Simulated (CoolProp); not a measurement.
Properties of dodecamethylcyclohexasiloxane (D6) along the isobar 14.6 bar.

The numbers come from the reference Helmholtz-energy equation of state, Colonna 2008 in CoolProp. It is a short technical equation, of lower accuracy than the large ones.

| T (K) | phase | Joule-Thomson coefficient (K/MPa) | isothermal compressibility (1/MPa) |
|---|---|---|---|
| 389.8 | liquid | -0.3306 | 0.004430 |
| 409 | liquid | -0.3021 | ? |
| 428.1 | liquid | -0.2702 | 0.005821 |
| 447.3 | liquid | ? | 0.006758 |
| 466.5 | liquid | -0.1908 | 0.007929 |
| 485.7 | liquid | -0.1391 | 0.009426 |
| 504.9 | liquid | -0.07516 | ? |
| 524.1 | liquid | 0.006872 | 0.01405 |
| 543.3 | liquid | 0.1161 | 0.01781 |
| 562.4 | liquid | 0.2674 | ? |
| 581.6 | liquid | 0.4907 | 0.03209 |
| 600.8 | liquid | ? | ? |
| 620 | liquid | 1.445 | 0.07592 |

Question: Some entries are withheld; supply them.

Answer: 
- 409, isothermal compressibility (1/MPa): 0.005062
- 447.3, Joule-Thomson coefficient (K/MPa): -0.2336
- 504.9, isothermal compressibility (1/MPa): 0.01139
- 562.4, isothermal compressibility (1/MPa): 0.02333
- 600.8, Joule-Thomson coefficient (K/MPa): 0.8417
- 600.8, isothermal compressibility (1/MPa): 0.04710
